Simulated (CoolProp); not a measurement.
cis-2-butene at several states: Z from the reference equation and from simpler models built on Tc = 162.6 °C, pc = 4236 kPa, ω = 0.202; each cubic takes its own stable root.

Model: reference Helmholtz-energy equation of state, Lemmon 2005, in CoolProp. It is a short technical equation, of lower accuracy than the large ones.

```json
[
 {"T (°C)": "107.75", "p (kPa)": "11100", "phase": "liquid", "reference": "0.3680"},
 {"T (°C)": "36.25", "p (kPa)": "6040", "phase": "liquid", "reference": "0.2155"},
 {"T (°C)": "-34.45", "p (kPa)": "2260", "phase": "liquid", "reference": "0.09347"}
]
```

### Question
How far does each simpler model (van der Waals, Redlich-Kwong, Soave-Redlich-Kwong) lie from the reference over these 3 states: mean and median of the absolute difference, and the worst?

### Answer
- van der Waals: mean 55.8 %, median 57.2 %, worst +62.0 % at -34.45 °C and 2260 kPa
- Redlich-Kwong: mean 10.4 %, median 10.4 %, worst +10.7 % at 107.75 °C and 11100 kPa
- Soave-Redlich-Kwong: mean 8.1 %, median 8.2 %, worst +8.6 % at 107.75 °C and 11100 kPa
